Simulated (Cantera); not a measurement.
Input: 1 mol SiCl4, 0.82 mol O2, 9.2 mol H2, equilibrated at 1798 K and 0.133 bar.

Method: chemical equilibrium by Gibbs-energy minimisation in Cantera with the NASA 1993 tables (ideal gas, pure condensed phases). Candidate condensed phases: H2O, Si, SiO2; 30 gas species. The tables' values for SiCl3 are old estimates; treat these amounts as uncertain. The tables hold silica as quartz up to 1696 K and as liquid above; real silica turns to tridymite and cristobalite and melts near 1996 K. The numbers say what is thermodynamically allowed, not how fast it happens.

Base state: H2 0.630, HCl 0.340, SiO 0.0241, SiCl2 0.00348, H 0.000766, H2O 0.000413, Cl 0.000316, SiCl3 0.000277 (mole fractions); condensed: SiO2(condensed).

Problem. What changes in the equilibrium state with this change: SiCl4 replaced by SiH2Cl2?

Solution. 
```csv
species,before,after
H2,0.630,0.797
HCl,0.340,0.171
SiO,0.0241,0.0295
SiCl4,3.57e-5,2.12e-6
SiCl3,0.000277,3.68e-5
"SiO2(condensed), mol",0.679,0.647
```

Problem. What changes in the equilibrium state with this change: temperature from 1798 K to 648.15 K?

Solution. 
```tsv
species	before	after
H2	0.630	0.686
HCl	0.340	0.298
SiCl4	3.57e-5	0.0163
SiO	0.0241	<1e-9
SiCl2	0.00348	<1e-9
H	0.000766	<1e-9
SiO2(condensed), mol	0.679	0
SiO2(α-quartz), mol	0	0.820
```
